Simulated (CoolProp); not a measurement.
Values from CoolProp's reference Helmholtz-energy equation of state, Span 2000.

Q: Give the vapour pressure (bar), liquid density (kg/m³), vapour Z, liquid viscosity (µPa s) of saturated nitrogen at 116.5, 119.5 K.

A: 
```json
[
 {"T (K)": "116.5", "p (bar)": "21.0", "liquid density (kg/m³)": "564", "vapour Z": "0.627", "liquid viscosity (µPa s)": "44.7"},
 {"T (K)": "119.5", "p (bar)": "24.5", "liquid density (kg/m³)": "530", "vapour Z": "0.574", "liquid viscosity (µPa s)": "39.4"}
]
```

Viscosity comes from a separate model (Lemmon 2004).
